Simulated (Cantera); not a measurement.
# Reactions in the system H-K-O

Source: NASA polynomial tables (part measured, part estimated), evaluated in Cantera. Values are per mole of reaction as written; species without (g) are pure solids or liquids, kept so even where they would boil at 1 bar.

H₂(g) + 2 KOH(g) → 2 K + 2 H₂O(g)

```tsv
T (K)	ΔH° (kJ)	ΔS° (J/K)	ΔG° (kJ)	log10 K	condensed phases
300	-18.4	-96.5	10.5	-1.84	K(s)
623	-13.8	-82.5	37.6	-3.15	K(l)
648	-13.8	-82.6	39.7	-3.20	K(l)
673	-13.8	-82.6	41.8	-3.24	K(l)
698	-13.9	-82.6	43.8	-3.28	K(l)
723	-13.9	-82.7	45.9	-3.31	K(l)
748	-13.9	-82.7	48.0	-3.35	K(l)
773	-13.9	-82.7	50.0	-3.38	K(l)
798	-13.9	-82.7	52.1	-3.41	K(l)
823	-13.9	-82.7	54.2	-3.44	K(l)
848	-13.9	-82.7	56.2	-3.46	K(l)
```
